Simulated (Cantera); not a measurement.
An adiabatic, constant-volume homogeneous reactor starts with 29.9 % H₂, 16.6 % O₂, 51.4 % N₂, 2.03 % H₂O, equivalence ratio 0.90, at 1448 K and 1.00 bar.

Model: the H2/O2 subset of GRI-Mech 3.0, which has no nitrogen chemistry, integrated in Cantera.

x: mole fraction; the columns are a selection and need not sum to one.

```tsv
t (s)	T (K)	P (bar)	x H₂	x O₂	x H₂O	x O	x HO₂	x H
1.00e-6	1448	1.000	0.299	0.166	0.0203	2.96e-8	1.70e-7	2.20e-7
3.51e-6	1448	1.000	0.299	0.166	0.0203	6.26e-7	7.53e-7	4.03e-6
1.23e-5	1495	1.03	0.252	0.146	0.0534	0.00427	6.29e-5	0.0258
4.33e-5	2857	1.81	…	0.0332	0.256	…	…	…
0.000152	2995	1.88	0.0493	0.0309	0.267	0.0144	1.91e-5	0.0254
0.000534	2995	1.88	0.0493	0.0309	0.267	0.0144	1.91e-5	0.0254
0.00187	2995	1.88	0.0493	0.0309	0.267	0.0144	1.91e-5	0.0254
0.00658	2995	1.88	0.0493	0.0309	0.267	0.0144	1.91e-5	0.0254
0.0231	2995	1.88	0.0493	0.0309	0.267	0.0144	1.91e-5	0.0254
0.0811	2995	1.88	0.0493	0.0309	0.267	0.0144	1.91e-5	0.0254
0.285	2995	1.88	0.0493	0.0309	0.267	0.0144	1.91e-5	0.0254
1.00	2995	1.88	0.0493	0.0309	0.267	0.0144	1.91e-5	0.0254
```

Q: Complete the blanks.

A: 
- 4.33e-5, x H₂: 0.0538
- 4.33e-5, x O: 0.0173
- 4.33e-5, x HO₂: 1.54e-5
- 4.33e-5, x H: 0.0326
